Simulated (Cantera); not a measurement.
Input: 1 mol Fe₃O₄, a varied amount of H₂, at 1602 °C and 9.00 bar.

Method: chemical equilibrium by Gibbs-energy minimisation in Cantera with the NASA 1993 tables (ideal gas, pure condensed phases). Candidate condensed phases: Fe, FeO, Fe(OH)₂, Fe(OH)₃, Fe₂O₃, Fe₃O₄, H₂O; 12 gas species. Each liquid is taken as pure. Mutual solubility and eutectic melting of coexisting phases are not modelled. The tables' stoichiometric FeO is somewhat more stable than real wüstite, so its field is too wide. FeO: taken at fixed stoichiometry. Rates play no part.

Task: Which condensed phases are stable at each of these points (n(H₂) (mol)): 6.3, 8.5, 11, 13, 15, 17, 19, 22, 24, 26?

Result: 
| n(H₂) (mol) | condensed phases | Fe condensed (%) |
|---|---|---|
| 6.3 | Fe(l) + FeO(l) | 100.0 |
| 8.5 | Fe(l) + FeO(l) | 100.0 |
| 11 | Fe(l) + FeO(l) | 100.0 |
| 13 | Fe(l) | 100.0 |
| 15 | Fe(l) | 100.0 |
| 17 | Fe(l) | 100.0 |
| 19 | Fe(l) | 100.0 |
| 22 | Fe(l) | 100.0 |
| 24 | Fe(l) | 100.0 |
| 26 | Fe(l) | 100.0 |

From 6.3 mol H₂ to 11 mol H₂ the condensed part is Fe(l) + FeO(l). From 13 mol H₂ to 26 mol H₂ the condensed part is Fe(l).
